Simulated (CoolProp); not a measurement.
m-xylene along the isobar 0.101 MPa: Z from the reference equation and from simpler models built on Tc = 616.9 K, pc = 3.535 MPa, ω = 0.326; each cubic takes its own stable root.

Computed with CoolProp (reference Helmholtz-energy equation of state, Zhou 2012).

```tsv
T (K)	phase	reference
434.6	gas	0.9648
440.2	gas	0.9664
445.7	gas	0.9679
451.3	gas	0.9694
456.8	gas	0.9707
462.4	gas	0.9720
467.9	gas	0.9731
473.5	gas	0.9743
479	gas	0.9753
484.6	gas	0.9763
490.1	gas	0.9772
495.7	gas	0.9781
```

Task: How far does each simpler model (Pitzer virial, Redlich-Kwong) lie from the reference over these 12 states: mean and median of the absolute difference, and the worst?

Result: 
- Pitzer virial: mean 0.0 %, median 0.0 %, worst +0.1 % at 434.6 K and 0.101 MPa
- Redlich-Kwong: mean 0.6 %, median 0.6 %, worst +0.9 % at 434.6 K and 0.101 MPa
